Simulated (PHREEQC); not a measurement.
Solution (52 °C): 0.015 mol/kgw ZnCl2, 0.021 mol/kgw Na2SO4 and 4.6e-05 mol/kgw HCl. Closed to the air; pH follows from the charge balance.

Computed with PHREEQC (ion-association model, wateq4f.dat).

No solid was allowed to form.

Task: Predict the pH.

Result: pH 4.71.

Task: In which forms is S present?

Result: SO4-2 65 %, ZnSO4 24 %, NaSO4- 5.9 %, Zn(SO4)2-2 4.6 % of the S.

Complexes and solids missing from the database can't appear. Away from 25 °C the constants follow the database's enthalpies or fits; those with neither stay at their 25 °C values.
